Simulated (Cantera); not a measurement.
Input: 1 mol Si, 3.5 mol Cl2, 53 mol N2, held at 825 °C and 1.33 mbar.

Equilibrium computed with Cantera from the NASA thermochemical tables; the gas is ideal and each condensed phase is pure. Candidate condensed phases: Si, Si3N4; 13 gas species. Equilibrium is a limit: real reactors are often held back by kinetics, nucleation or transport.

Task: What is the equilibrium state?

Result: 
| Item | Result |
|---|---|
| x(N2) | 0.952 |
| x(Cl2) | 0.0238 |
| x(SiCl4) | 0.0180 |
| x(Cl) | 0.00626 |
| gas amount | 55.67 mol |
| log10 activity of Si(s) (absent) | -20.27 |
